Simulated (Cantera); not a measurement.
# Thermodynamics of hydrogen reduction and annealing atmospheres, feed Fe3O4 + H2

A closed system holds: 1 mol Fe3O4, 19 mol H2, held at 802 °C and 56.3 Torr.

Equilibrium computed with Cantera from the NASA thermochemical tables; the gas is ideal and each condensed phase is pure. Candidate condensed phases: Fe, FeO, Fe(OH)2, Fe(OH)3, Fe2O3, Fe3O4, H2O; 12 gas species. Mutual solubility and eutectic melting of coexisting phases are not modelled. The tables' stoichiometric FeO is somewhat more stable than real wüstite, so its field is too wide. FeO: taken at fixed stoichiometry. Rates play no part.

- x(H2): 0.824
- x(H2O): 0.176
- n(Fe(α)): 2.34 mol
- n(FeO(s)): 0.657 mol
- gas amount: 19.00 mol
- log10 activity of Fe(OH)2(s) (absent): -6.88
- log10 activity of Fe(OH)3(s) (absent): -12.92
